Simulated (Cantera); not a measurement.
Input: 1 mol CH2F2, 0.012 mol Si, equilibrated at 1125 K and 990 Pa.

Method: chemical equilibrium by Gibbs-energy minimisation in Cantera with the NASA 1993 tables (ideal gas, pure condensed phases). Equilibrium is a limit: real reactors are often held back by kinetics, nucleation or transport.

```
species            before   after
----------------  -------  ------
HF                  0.982   0.791
H2                 0.0121   0.139
SiF4              0.00604  0.0695
C(graphite), mol     1.00   1.000
```
Gas species are given as mole fractions.

### Question
Name the change that produced these shifts.
A) Si from 0.012 to 0.022 mol
B) temperature from 1125 K to 2123 K
C) 0.0099 mol CH4 added
D) Si from 0.012 to 0.13 mol

### Answer
D, Si from 0.012 to 0.13 mol
